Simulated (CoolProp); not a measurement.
Vapour pressure (kPa) of C2F6 (R116): the reference equation beside estimates from Tc = 293.0 K, pc = 3048 kPa, ω = 0.257. Clausius-Clapeyron is anchored at 205.1 K with a constant enthalpy of vaporisation of 15.52 kJ/mol.

Values from CoolProp's reference Helmholtz-energy equation of state, Lemmon 2006. It is a short technical equation, of lower accuracy than the large ones.

```tsv
T (K)	reference	Clausius-Clapeyron	Redlich-Kwong
183.8	52.98	58.72	98.01
189.1	72.70	78.07	128.9
194.4	97.79	102.2	166.5
199.7	129.2	131.8	211.7
205.1	168.6	168.6	266.3
210.4	215.8	212.1	329.0
215.7	272.4	263.8	401.7
221.1	341.0	325.9	486.8
226.4	420.3	397.1	582.0
231.7	512.6	479.6	689.3
237	619.3	574.3	809.7
242.4	744.1	684.4	946.4
247.7	883.9	807.1	1095
```

Absolute difference from the reference over all 13 rows, mean and median: Clausius-Clapeyron 5.4 and 5.5 %, Redlich-Kwong 50.1 and 47.5 %.
